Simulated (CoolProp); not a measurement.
A single-stage vapour-compression cycle with tetrahydrofuran: evaporating at 322.15 K (dew point), condensing at 349.15 K (bubble point), superheat 10 K, subcooling 2 K, compressor efficiency 0.9, no pressure losses. Each further row changes one setting.

Values from CoolProp's reference Helmholtz-energy equation of state, Fiedler 2023.

| case | cooling COP | pressure ratio | discharge temperature (K) | refrigerating effect (kJ/kg) | volumetric capacity (kJ/m³) |
|---|---|---|---|---|---|
| as stated | 10.1 | 2.46 | 364.5 | 394 | 592 |
| evaporating temperature 327.15 K | (withheld) | 2.05 | (withheld) | 400 | 710 |
| condensing temperature 344.15 K | 12.6 | 2.11 | 358.9 | 404 | 606 |
| subcooling 7 K | (withheld) | 2.46 | 364.5 | (withheld) | 606 |
| superheat 20 K | 10.1 | 2.46 | (withheld) | (withheld) | 592 |
| compressor efficiency 0.8 | (withheld) | 2.46 | 368.0 | 394 | 592 |

**Question.** Complete the blanks.

**Answer.** 
- evaporating temperature 327.15 K, cooling COP: 12.8
- evaporating temperature 327.15 K, discharge temperature (K): 363.1
- subcooling 7 K, cooling COP: 10.4
- subcooling 7 K, refrigerating effect (kJ/kg): 403
- superheat 20 K, discharge temperature (K): 374.3
- superheat 20 K, refrigerating effect (kJ/kg): 406
- compressor efficiency 0.8, cooling COP: 8.98
